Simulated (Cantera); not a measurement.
Feed: 1 mol CS2, 0.03 mol SO2, 0.14 mol O2, at 1900 °C and 0.0470 bar.

Equilibrium computed with Cantera from the NASA thermochemical tables; the gas is ideal and each condensed phase is pure. Candidate condensed phases: C, S; 22 gas species. The numbers say what is thermodynamically allowed, not how fast it happens.

Base state: S2 0.309, CS2 0.274, CO 0.227, CS 0.167, S 0.0231, COS 0.000391 (mole fractions); condensed: gas only.

Q: What changes in the equilibrium state with this change: pressure from 0.0470 bar to 19.0 bar?

A: 
```json
[
 {"species": "CS2", "before": "0.274", "after": "0.470"},
 {"species": "S2", "before": "0.309", "after": "0.264"},
 {"species": "CO", "before": "0.227", "after": "0.242"},
 {"species": "CS", "before": "0.167", "after": "0.0154"},
 {"species": "S", "before": "0.0231", "after": "0.00106"},
 {"species": "CO2", "before": "1.30e-7", "after": "3.00e-5"},
 {"species": "COS", "before": "0.000391", "after": "0.00776"}
]
```

Q: What changes in the equilibrium state with this change: temperature from 1900 °C to 3202 °C?

A: 
| species | before | after |
|---|---|---|
| S | 0.0231 | 0.549 |
| CS | 0.167 | 0.282 |
| CO | 0.227 | 0.146 |
| S2 | 0.309 | 0.0201 |
| CS2 | 0.274 | 0.00134 |
| C | 4.44e-9 | 0.00117 |
| C2 | <1e-9 | 2.79e-5 |
| COS | 0.000391 | 1.20e-5 |

Q: What changes in the equilibrium state with this change: O2 from 0.14 to 1.7 mol?

A: 
```
species   before    after
-------  -------  -------
SO2        <1e-9    0.346
CO         0.227    0.281
SO       3.54e-7    0.132
CS2        0.274  2.49e-7
S2         0.309    0.130
CS         0.167  2.34e-7
CO2      1.30e-7   0.0928
S         0.0231   0.0150
S2O      1.10e-8  0.00267
O          <1e-9  7.98e-5
```
